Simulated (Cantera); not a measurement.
An adiabatic, constant-volume homogeneous reactor starts with CH4 : H2 : O2 : N2 : H2O = 1 : 0.15 : 3.46 : 12.8 : 1.2 (molar parts), at 1650 K and 2030 Torr. Integrator tolerance rtol = 1e-08.

Detailed kinetics in Cantera: GRI-Mech 3.0 (53 species, 325 reactions).

### Question
What does this change do: H2O 1.2 to 2.6 parts?

### Answer
```csv
quantity,before,after
time of steepest temperature rise,82.1 µs,88.4 µs
temperature at 0.500 s,2737 K,2663 K
equilibrium temperature,2737 K,2663 K
x(CH4) at 0.500 s,<1e-12 (gas-phase equilibrium <1e-12),<1e-12 (gas-phase equilibrium <1e-12)
x(H2) at 0.500 s,0.00510 (gas-phase equilibrium 0.00510),0.00531 (gas-phase equilibrium 0.00531)
x(O2) at 0.500 s,0.0654 (gas-phase equilibrium 0.0654),0.0615 (gas-phase equilibrium 0.0615)
x(HCO) at 0.500 s,9.62e-9 (gas-phase equilibrium 9.62e-9),5.86e-9 (gas-phase equilibrium 5.86e-9)
x(OH) at 0.500 s,0.0186 (gas-phase equilibrium 0.0186),0.0176 (gas-phase equilibrium 0.0176)
x(C2H6) at 0.500 s,<1e-12 (gas-phase equilibrium <1e-12),<1e-12 (gas-phase equilibrium <1e-12)
x(O) at 0.500 s,0.00509 (gas-phase equilibrium 0.00509),0.00366 (gas-phase equilibrium 0.00366)
```
